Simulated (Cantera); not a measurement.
A closed system holds: 1 mol C2H2, 54 mol H2, at 0.00220 bar.

Equilibrium computed with Cantera from the NASA thermochemical tables; the gas is ideal and each condensed phase is pure. Candidate condensed phases: C, C6H6, C7H8, C8H18; 76 gas species. Equilibrium is a limit: real reactors are often held back by kinetics, nucleation or transport. All values below are at 702 °C.

Base state: H2 1.000, CH4 0.000276 (mole fractions); condensed: C(graphite).

Q: What changes in the equilibrium state with this change: pressure from 0.00220 bar to 2.70 bar?

A: 
```json
[
 {"species": "H2", "before": "1.000", "after": "0.962"},
 {"species": "CH4", "before": "0.000276", "after": "0.0377"},
 {"species": "C(graphite), mol", "before": "1.98", "after": "0"}
]
```
